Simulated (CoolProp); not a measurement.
A Linde-Hampson liquefier for methane: isothermal reversible compression at 290 K from 1 atm to 15 MPa, throttling to 1 atm, return gas leaving the recuperator 5 K below the feed. Each further row changes one setting.

Computed with CoolProp (reference Helmholtz-energy equation of state, Setzmann 1991).

| case | liquid yield per pass | compression work (kJ/kg of gas) |
|---|---|---|
| as stated | ? | 712 |
| high pressure 30 MPa | ? | ? |
| warm-end temperature 320 K | ? | ? |
| warm-end gap 10 K | ? | 712 |

Q: Fill in the missing entries.

A: 
- as stated, liquid yield per pass: 0.165
- high pressure 30 MPa, liquid yield per pass: 0.246
- high pressure 30 MPa, compression work (kJ/kg of gas): 798
- warm-end temperature 320 K, liquid yield per pass: 0.119
- warm-end temperature 320 K, compression work (kJ/kg of gas): 801
- warm-end gap 10 K, liquid yield per pass: 0.155
